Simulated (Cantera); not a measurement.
Hydrocarbon pyrolysis for carbon deposition

An isothermal, constant-pressure homogeneous reactor starts with CH₄ : H₂ = 1 : 89 (molar parts), at 1800 K and 46.0 Pa.

Computed with Cantera and GRI-Mech 3.0 (53 species, 325 reactions). GRI-Mech 3.0 stops at C3 and has no aromatics, soot or wall deposition, so with more carbon than oxygen in the feed, carbon stays in small species such as C2H2 where larger ones or solid carbon would form. Radical loss at walls, strong at low pressure, is not modelled.

```
t (s)      x CH₄   x H₂     x CH₃     x C₂H     x CH₂       x H    x C₂H₂
--------  ------  -----  --------  --------  --------  --------  --------
2.00e-6   0.0111  0.989  9.21e-10    <1e-12    <1e-12  9.33e-10    <1e-12
7.02e-6   0.0111  0.989   3.23e-9    <1e-12    <1e-12   3.28e-9    <1e-12
2.47e-5   0.0111  0.989   1.13e-8    <1e-12    <1e-12   1.16e-8    <1e-12
8.66e-5   0.0111  0.989   3.87e-8    <1e-12    <1e-12   4.15e-8    <1e-12
0.000304  0.0111  0.989   1.27e-7    <1e-12    <1e-12   1.55e-7    <1e-12
0.00107   0.0111  0.989   3.64e-7    <1e-12    <1e-12   6.26e-7    <1e-12
0.00375   0.0111  0.989   8.99e-7    <1e-12  2.30e-12   2.58e-6    <1e-12
0.0132    0.0111  0.989   2.51e-6    <1e-12  2.58e-11   9.69e-6    <1e-12
0.0462    0.0111  0.989   8.16e-6    <1e-12  3.14e-10   3.47e-5  9.11e-11
0.162     0.0111  0.989   2.79e-5    <1e-12   3.84e-9  0.000122   1.34e-8
0.570     0.0110  0.988   9.66e-5  6.90e-12   4.62e-8  0.000430   1.81e-6
2.00      0.0105  0.988  0.000319   1.52e-9   5.02e-7   0.00149  0.000116
```
x: mole fraction; the columns are a selection and need not sum to one.

Equilibrium at this temperature and pressure: CH₄ 1.89e-6, H₂ 0.978, CH₃ 6.49e-7, C₂H 8.10e-7, CH₂ 1.24e-8, H 0.0166, C₂H₂ 0.00545 (gas phase only).
